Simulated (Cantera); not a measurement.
# Counterflow diffusion flame

A counterflow diffusion flame at 1.00 atm, nozzles 20 mm apart: fuel side C3H8 = 1 (molar parts) at 500 K, oxidiser side O2 : N2 = 0.28 : 0.72 (molar parts) at 475 K, fuel mass flux 1 times the oxidiser's; mixture-averaged transport, no radiation.

Computed with Cantera and GRI-Mech 3.0 (53 species, 325 reactions). GRI-Mech 3.0 was tuned for natural gas; its chemistry of propane as a main component is partial and can be far from experiment. GRI-Mech 3.0 has no aromatics or soot, which form on the fuel side of real flames. The maximum strain rate includes the flame's own expansion and is several times the mean.

| oxidiser flux (kg/m²/s) | max strain (1/s) | mean strain (1/s) | T max (K) | peak x OH | peak x H | peak x NO | peak x CO | peak x C2H2 |
|---|---|---|---|---|---|---|---|---|
| 0.25 | 205 | 28.4 | 2377 | 0.0144 | 0.00629 | 0.000686 | 0.115 | 0.0594 |
| 0.36 | 284 | 40.8 | 2351 | 0.0145 | 0.00668 | 0.000605 | 0.113 | 0.0582 |
| 0.52 | 397 | 59.0 | 2325 | 0.0144 | 0.00708 | 0.000537 | 0.111 | 0.0566 |
| 0.74 | 548 | 83.9 | 2303 | 0.0144 | 0.00748 | 0.000484 | 0.109 | 0.0550 |
| 1.1 | 788 | 125 | 2280 | 0.0143 | 0.00795 | 0.000430 | 0.107 | 0.0530 |
| 1.5 | 1050 | 170 | 2262 | 0.0142 | 0.00834 | 0.000391 | 0.106 | 0.0513 |
| 2.1 | 1430 | 238 | 2239 | 0.0139 | 0.00869 | 0.000344 | 0.105 | 0.0492 |
x: mole fraction; the columns are a selection and need not sum to one.
